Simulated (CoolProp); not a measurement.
n-undecane along the isotherm 620 K: fugacity coefficient from the reference equation and from simpler models built on Tc = 638.8 K, pc = 1990 kPa, ω = 0.539; each cubic takes its own stable root.

Values from CoolProp's reference Helmholtz-energy equation of state, Aleksandrov 2011. It is a short technical equation, of lower accuracy than the large ones.

```csv
p (kPa),phase,reference,van der Waals,Redlich-Kwong,Soave-Redlich-Kwong
111,gas,0.9759,0.9822,0.9794,0.9788
221,gas,0.9523,0.9647,0.9591,0.9579
332,gas,0.9286,…,0.9387,0.9369
442,gas,0.9054,0.9295,0.9186,…
553,gas,…,…,0.8985,0.8956
663,gas,0.8593,0.8943,0.8786,0.8751
774,gas,0.8363,0.8766,0.8587,0.8545
885,gas,0.8134,0.8589,0.8387,0.8340
995,gas,0.7908,0.8413,0.8190,0.8136
```

Question: Fill in the missing entries.

Answer: 
- 332, van der Waals: 0.9470
- 442, Soave-Redlich-Kwong: 0.9163
- 553, reference: 0.8822
- 553, van der Waals: 0.9118
